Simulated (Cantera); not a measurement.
# Si + N₂O + H₂ (thermal oxidation and active oxidation of silicon)

Feed: 1 mol Si, 0.049 mol N₂O, 96 mol H₂, equilibrated at 0.00900 bar.

These are equilibrium values from Cantera (NASA tables, ideal gas, pure condensed phases), not measurements of a reactor. Candidate condensed phases: H₂O, Si, SiO₂, Si₂N₂O, Si₃N₄; 35 gas species. Mutual solubility and eutectic melting of coexisting phases are not modelled. Gases not in the tables: Si₂H₆ and higher silanes. Equilibrium is a limit: real reactors are often held back by kinetics, nucleation or transport.

```json
[
 {"T (K)": "1275", "log p H₂": "-2.05", "log p H": "-7.16", "log p Si": "-10.71", "log p SiO": "-7.73", "n Si(s)": "0.902", "n Si₂N₂O(s)": "0.0488", "n Si(l)": "0"},
 {"T (K)": "1375", "log p H₂": "-2.05", "log p H": "-6.49", "log p Si": "-9.39", "log p SiO": "-6.50", "n Si(s)": "0.905", "n Si₂N₂O(s)": "0.0456", "n Si(l)": "0"},
 {"T (K)": "1475", "log p H₂": "-2.05", "log p H": "-5.91", "log p Si": "-8.24", "log p SiO": "-5.44", "n Si(s)": "0.941", "n Si₂N₂O(s)": "0.00991", "n Si(l)": "0"},
 {"T (K)": "1575", "log p H₂": "-2.05", "log p H": "-5.40", "log p Si": "-7.24", "log p SiO": "-5.34", "n Si(s)": "0.950", "n Si₂N₂O(s)": "0", "n Si(l)": "0"},
 {"T (K)": "1675", "log p H₂": "-2.05", "log p H": "-4.96", "log p Si": "-6.36", "log p SiO": "-5.34", "n Si(s)": "0.944", "n Si₂N₂O(s)": "0", "n Si(l)": "0"},
 {"T (K)": "1775", "log p H₂": "-2.05", "log p H": "-4.56", "log p Si": "-5.66", "log p SiO": "-5.34", "n Si(s)": "0", "n Si₂N₂O(s)": "0", "n Si(l)": "0.922"},
 {"T (K)": "1875", "log p H₂": "-2.05", "log p H": "-4.21", "log p Si": "-5.04", "log p SiO": "-5.34", "n Si(s)": "0", "n Si₂N₂O(s)": "0", "n Si(l)": "0.838"},
 {"T (K)": "1975", "log p H₂": "-2.05", "log p H": "-3.89", "log p Si": "-4.49", "log p SiO": "-5.34", "n Si(s)": "0", "n Si₂N₂O(s)": "0", "n Si(l)": "0.560"},
 {"T (K)": "2075", "log p H₂": "-2.06", "log p H": "-3.61", "log p Si": "-4.10", "log p SiO": "-5.35", "n Si(s)": "0", "n Si₂N₂O(s)": "0", "n Si(l)": "0"}
]
```
log p: log10 of the partial pressure in bar; n: condensed amount in mol.

From 1275 K to 1475 K the condensed part is Si(s) + Si₂N₂O(s). From 1575 K to 1675 K the condensed part is Si(s). From 1775 K to 1975 K the condensed part is Si(l). At 2075 K nothing is condensed. The main Si-bearing gas is SiO at 1275 K and Si at 2075 K. The share of Si in condensed phases is highest at 1275 K (100.0 %) and lowest at 2075 K (0.0 %).
